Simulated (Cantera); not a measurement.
# Hydrocarbon pyrolysis for carbon deposition

A perfectly stirred reactor is fed with 25.6 % C3H8, 74.4 % H2, at 101000 Pa; it is held at 1775 K, and followed from long to short residence time.

Detailed kinetics in Cantera: GRI-Mech 3.0 (53 species, 325 reactions). GRI-Mech 3.0 was tuned for natural gas; its chemistry of propane as a main component is partial and can be far from experiment. GRI-Mech 3.0 stops at C3 and has no aromatics, soot or wall deposition, so with more carbon than oxygen in the feed, carbon stays in small species such as C2H2 where larger ones or solid carbon would form.

```
τ (s)      x C3H8   x H2    x C2H6  x C2H2       x H
-------  --------  -----  --------  ------  --------
1.1       1.10e-6  0.763   6.84e-6   0.206  0.000256
0.30      4.01e-6  0.757   1.11e-5   0.204  0.000262
0.081     1.47e-5  0.745   2.49e-5   0.199  0.000277
0.021     5.46e-5  0.728   6.61e-5   0.192  0.000312
0.0057   0.000185  0.709  0.000168   0.182  0.000384
0.0015   0.000613  0.690  0.000410   0.169  0.000507
0.00040   0.00195  0.669  0.000947   0.147  0.000681
0.00011   0.00602  0.649   0.00210   0.112  0.000892
```
x: mole fraction; the columns are a selection and need not sum to one.
